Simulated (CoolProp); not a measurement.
Vapour pressure (kPa) of dodecamethylpentasiloxane (MD3M): the reference equation beside estimates from Tc = 628.0 K, pc = 954.0 kPa, ω = 0.730. Clausius-Clapeyron is anchored at 370.8 K with a constant enthalpy of vaporisation of 59.18 kJ/mol.

The numbers come from the reference Helmholtz-energy equation of state, Thol 2019 in CoolProp.

```
T (K)  reference  Clausius-Clapeyron  Redlich-Kwong  Soave-Redlich-Kwong
-----  ---------  ------------------  -------------  -------------------
311.7    0.02131             0.02712          1.944              0.02531
326.5    0.06715             0.07637          3.643              0.07594
341.3     0.1860              0.1966          6.372               0.2026
356       0.4584              0.4651          10.48               0.4857
370.8      1.033               1.033          16.47                1.073
385.6      2.143               2.158          24.79                2.194
400.3      4.118               4.251          35.88                4.175
415.1      7.465               8.014          50.42                7.525
429.9      12.81               14.46          68.90                12.87
444.6      20.89               25.00          91.70                20.97
459.4      32.78               41.88          119.7                32.90
474.2      49.55               67.93          153.3                49.82
488.9      72.35               106.7          192.7                72.91
```

Absolute difference from the reference over all 13 rows, mean and median: Clausius-Clapeyron 15.7 and 12.9 %, Redlich-Kwong 1936.6 and 771.3 %, Soave-Redlich-Kwong 4.4 and 1.4 %.
